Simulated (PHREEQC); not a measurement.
Solution (5 °C): 0.12 mol CuCl2 per kg of water. Closed to the air; pH follows from the charge balance.

Model: ion-association model, phreeqc.dat, run in PHREEQC.

This is a speciation only: nothing precipitates in the calculation.

Q: What pH, density does the model give?

A: pH 4.46; density 1.015 g/cm³.

Q: In which forms is Cu present?

A: Cu+2 94 %, CuCl+ 5.9 % of the Cu.

Away from 25 °C the constants follow the database's enthalpies or fits; those with neither stay at their 25 °C values.
